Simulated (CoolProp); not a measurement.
Fluoroethane (R161) at 163.52 K and 5 MPa is throttled through a valve to 0.384 MPa with no heat exchange. Each further row changes one setting.

Computed with CoolProp (reference Helmholtz-energy equation of state, Wu 2012).

```
case                       temperature change (K)
-------------------------  ----------------------
as stated                                    +1.9
outlet pressure 0.115 MPa                    +2.1
outlet pressure 0.499 MPa                    +1.9
```
